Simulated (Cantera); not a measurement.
**Equilibrium for silicon oxide and oxynitride deposition: SiH2Cl2 + O2 + H2**

Charge: 1 mol SiH2Cl2, 0.82 mol O2, 57 mol H2, held at 875 K and 3800 Pa.

Cantera equilibrium calculation (NASA polynomials, part measured and part estimated; ideal gas, pure solids and liquids). Candidate condensed phases: H2O, Si, SiO2; 30 gas species. Rates play no part.

| Item | Result |
|---|---|
| x(H2) | 0.975 |
| x(HCl) | 0.0220 |
| x(SiCl4) | 0.00278 |
| x(SiHCl3) | 0.000269 |
| x(SiCl3) | 3.87e-6 |
| x(SiH2Cl2) | 2.39e-6 |
| n(SiO2(β-quartz)) | 0.820 mol |
| gas amount | 58.82 mol |
| log10 activity of Si(s) (absent) | -3.31 |
